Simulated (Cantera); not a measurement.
A Cantera script and its output.

```python
import numpy as np
import cantera as ct

gas = ct.Solution("gri30.yaml")
gas.TPX = 1698, 101325, {'CH4': 1, 'H2O': 0.049, 'H2': 0.24}
inlet = ct.Reservoir(gas, clone=True)

reactor = ct.IdealGasConstPressureReactor(gas, energy="off", clone=False)
exhaust = ct.Reservoir(gas, clone=True)
tau = [10, 3.1, 0.96, 0.3, 0.092, 0.029, 0.0089, 0.0027, 0.00085][0]
for a, b in ((inlet, reactor), (reactor, exhaust)):
    ct.MassFlowController(a, b, mdot=lambda t: reactor.mass / tau)
net = ct.ReactorNet([reactor])
show = ['CH4', 'H2O', 'H2', 'O2', 'HCO', 'CO2']

rows = []
print(f"{'tau/s':>10s}{'T/K':>9s}" + "".join(f"{s:>11s}" for s in show))
for tau in [10, 3.1, 0.96, 0.3, 0.092, 0.029, 0.0089, 0.0027, 0.00085]:
    net.initial_time = 0.0
    net.advance(30 * tau)
    before = gas.X
    net.advance(40 * tau)
    drift = np.max(np.abs(gas.X - before) / (gas.X + 1e-9))
    rows.append([gas.T, *gas[show].X, drift])
    print(f"{tau:10.3e}{gas.T:9.1f}" + "".join(f"{x:11.3e}" for x in gas[show].X))
```

Result:

```
     tau/s      T/K        CH4        H2O         H2         O2        HCO        CO2
 1.000e+01   1698.0  3.945e-02  1.183e-03  7.445e-01  2.605e-16  2.089e-09  9.601e-06
 3.100e+00   1698.0  4.540e-02  3.452e-03  7.385e-01  2.193e-15  1.854e-09  2.525e-05
 9.600e-01   1698.0  6.107e-02  8.522e-03  7.235e-01  1.309e-14  1.370e-09  4.707e-05
 3.000e-01   1698.0  9.601e-02  1.571e-02  6.930e-01  4.376e-14  7.967e-10  4.765e-05
 9.200e-02   1698.0  1.653e-01  2.202e-02  6.381e-01  8.863e-14  4.947e-10  2.439e-05
 2.900e-02   1698.0  2.781e-01  2.655e-02  5.527e-01  1.451e-13  5.357e-10  7.206e-06
 8.900e-03   1698.0  4.341e-01  3.068e-02  4.357e-01  2.335e-13  7.898e-10  1.165e-06
 2.700e-03   1698.0  5.945e-01  3.441e-02  3.157e-01  3.140e-13  1.110e-09  1.129e-07
 8.500e-04   1698.0  7.045e-01  3.680e-02  2.343e-01  2.421e-13  1.189e-09  8.785e-09
```

Detailed kinetics in Cantera: GRI-Mech 3.0 (53 species, 325 reactions). GRI-Mech 3.0 stops at C3 and has no aromatics, soot or wall deposition, so with more carbon than oxygen in the feed, carbon stays in small species such as C2H2 where larger ones or solid carbon would form.
